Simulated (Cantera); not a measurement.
An isothermal, constant-pressure homogeneous reactor starts with 7.14 % N2O, 0.0207 % H2, 92.8 % N2, at 1525 K and 101000 Pa.

Detailed kinetics in Cantera: GRI-Mech 3.0 (53 species, 325 reactions). GRI-Mech 3.0 was tuned for natural gas; its chemistry of N2O as a main component is partial and can be far from experiment.

One state of this run: x N2O = 1.01e-7; x H2 = 3.15e-9; x O = 9.41e-7; x H = 1.33e-9; x H2O = 0.000199. x: mole fraction; the columns are a selection and need not sum to one.

Question: Which value of t (s) does it belong to?
A) 0.00269
B) 0.000115
C) 4.26
D) 0.000328

Answer: C, 4.26
